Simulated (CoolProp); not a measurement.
A simple Rankine cycle with c-C4F8 (RC318): condensing at 310.15 K, boiler at 2.22 MPa, turbine inlet 379.1 K, turbine efficiency 0.9, pump efficiency 0.8, no recuperator. Each further row changes one setting.

Values from CoolProp's reference Helmholtz-energy equation of state, Platzer 1990. This equation is an older, rougher fit; its heat capacities, sound speeds and derivatives of the liquid may be far off and weren't checked against measurements.

```tsv
case	thermal efficiency (%)	net work (kJ/kg)	heat in (kJ/kg)	turbine exit temperature (K)	volume ratio over the turbine
as stated	10.9	14.6	135	334.7	…
turbine inlet 399.1 K	10.7	…	…	361.0	5.96
condensing temperature 302.15 K	12.1	17.3	144	…	9.07
boiler pressure 1.55 MPa	9.0	…	148	351.3	3.90
turbine efficiency 0.8	9.6	…	135	336.8	7.13
```

**Question.** Complete the blanks.

**Answer.** 
- as stated, volume ratio over the turbine: 7.07
- turbine inlet 399.1 K, net work (kJ/kg): 17.2
- turbine inlet 399.1 K, heat in (kJ/kg): 160
- condensing temperature 302.15 K, turbine exit temperature (K): 330.3
- boiler pressure 1.55 MPa, net work (kJ/kg): 13.3
- turbine efficiency 0.8, net work (kJ/kg): 12.8
